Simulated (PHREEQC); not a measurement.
Dissolve 0.00015 mol/kgw PbCl2, 0.21 mol/kgw KBr and 0.00074 mol/kgw Cu(NO3)2 at 60 °C. Closed to the air; pH follows from the charge balance.

Computed with PHREEQC (ion-association model, wateq4f.dat).

```json
{
  "pH": "5.18",
  "ionic_strength": "0.212 mol/kgw",
  "activity_of_water": "0.993"
}
```

```csv
species,molality,activity,log γ
K+,0.210,0.145,-0.160
Br-,0.210,0.153,-0.137
NO3-,0.00148,0.000996,-0.172
Cu+2,0.000731,0.000219,-0.523
Cl-,0.000299,0.000207,-0.160
PbBr+,0.000124,9.08e-5,-0.137
Pb+2,2.14e-5,6.05e-6,-0.550
H+,8.37e-6,6.57e-6,-0.105
Cu2(OH)2+2,3.82e-6,1.08e-6,-0.550
```

Precipitation was switched off in this run. Saturation is exceeded, for instance for Tenorite (slow to form); the values hold only as long as no solid forms. Complexes and solids missing from the database can't appear. Away from 25 °C the constants follow the database's enthalpies or fits; those with neither stay at their 25 °C values.
